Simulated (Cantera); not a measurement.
A Cantera script and what it prints.

```python
import numpy as np
import cantera as ct

gas_names = [...]  # 113 gases of nasa_gas.yaml made of C, H, O, Pb
cond_names = """
    C(gr) C6H6(L) C7H8(L) C8H18(L),n-octa H2O(s) H2O(L) Pb(cr) Pb(L) PbO(rd) PbO(yw) PbO(L) PbO2(s)
    Pb3O4(s)
""".split()


# ... load() reads the species with a 1 bar reference pressure and builds the phases ...
atoms = {
    'PbO': {'Pb': 1, 'O': 1},
    'CO': {'C': 1, 'O': 1},
    'H2': {'H': 2},
}
top_T = {'C(gr)': 4500, 'Pb3O4(s)': 820}  # K; cautious upper limits of use, not melting points


# ... equilibrate(T, P, feed) seeds the gas with the atoms and calls Mixture.equilibrate('TP', solver="vcs", rtol=1e-11, max_steps=5000) ...
results = []
feed = {'PbO': 1, 'CO': 0.63, 'H2': 0.7}  # mol
T = 1673  # K
P = 10000  # Pa
mix = equilibrate(T, P, feed)
results.append((T, P, feed, dict(zip(mix.species_names, mix.species_moles))))
print(gas.report(threshold=1e-05))
for i in range(1, mix.n_phases):
    print(f"{mix.phase(i).name:16s} {mix.phase_moles(i):12.5e} mol")
```

Output:

```
       temperature   1673 K
          pressure   10000 Pa
           density   0.074756 kg/m^3
  mean mol. weight   103.99 kg/kmol
   phase of matter   gas

                          1 kg             1 kmol
                     ---------------   ---------------
          enthalpy       -1.0652e+05       -1.1077e+07  J
   internal energy       -2.4029e+05       -2.4987e+07  J
           entropy            2611.1        2.7152e+05  J/K
    Gibbs function       -4.4748e+06       -4.6532e+08  J
 heat capacity c_p            359.87             37422  J/K
 heat capacity c_v            279.92             29108  J/K

                      mass frac. Y      mole frac. X     chem. pot. / RT
                     ---------------   ---------------   ---------------
                CO          0.026758          0.099341           -39.668
               CO2          0.072405           0.17108           -63.102
                 H        7.3946e-07        7.6284e-05           -12.167
                H2         0.0008699           0.04487           -24.333
               H2O          0.044272           0.25555           -47.767
                OH        3.4184e-06        2.0901e-05           -35.601
                Pb           0.84939           0.42628           -12.475
               PbO         0.0055559         0.0025884           -35.909
               Pb2         0.0007404        0.00018579            -24.95
     [ +104 minor]        2.8166e-08        1.0522e-07

C(gr)             0.00000e+00 mol
Pb(L)             0.00000e+00 mol
PbO(L)            0.00000e+00 mol
```

Method: chemical equilibrium by Gibbs-energy minimisation in Cantera with the NASA 1993 tables (ideal gas, pure condensed phases). Gases not in the tables: (PbO)n polymers.
